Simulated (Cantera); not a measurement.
A perfectly stirred reactor is fed with 19.6 % CH₄, 80.4 % H₂O, at 0.400 bar; it is held at 1450 K, and followed from long to short residence time.

Model: GRI-Mech 3.0 (53 species, 325 reactions), integrated in Cantera.

x: mole fraction; the columns are a selection and need not sum to one.

```csv
τ (s),x CH₄,x H₂O,x HCO,x HO₂,x C₂H₂,x CO
0.33,0.166,0.784,1.57e-10,<1e-12,0.0102,0.000759
0.16,0.179,0.793,1.65e-10,<1e-12,[?],[?]
0.080,0.187,0.799,1.56e-10,<1e-12,0.00214,0.000118
0.039,0.192,0.802,1.25e-10,<1e-12,0.000652,4.12e-5
0.019,0.194,0.803,7.67e-11,<1e-12,0.000141,1.19e-5
0.0096,0.195,0.804,3.53e-11,<1e-12,2.37e-5,2.76e-6
0.0047,0.196,0.804,1.15e-11,<1e-12,[?],[?]
0.0023,0.196,0.804,2.98e-12,<1e-12,3.19e-7,5.64e-8
```

**Question.** What belongs in the gaps?

**Answer.** 
- 0.16, x C₂H₂: 0.00513
- 0.16, x CO: 0.000304
- 0.0047, x C₂H₂: 2.91e-6
- 0.0047, x CO: 4.42e-7
